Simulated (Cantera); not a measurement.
An isothermal, constant-pressure homogeneous reactor starts with 0.249 % CO, 8.18 % O₂, 2.67 % H₂O, 88.9 % N₂, at 948 K and 1.00 bar.

Computed with Cantera and GRI-Mech 3.0 (53 species, 325 reactions).

One state of this run: x CO = 0.00224; x O₂ = 0.0817; x H₂O = 0.0267; x OH = 7.29e-8; x N₂O = 4.34e-9; x HO₂ = 2.51e-6; x H₂ = 1.81e-6. x: mole fraction; the columns are a selection and need not sum to one.

### Question
Which value of t (s) does it belong to?
(A) 0.000334
(B) 0.210
(C) 0.00121
(D) 0.760

### Answer
D, 0.760
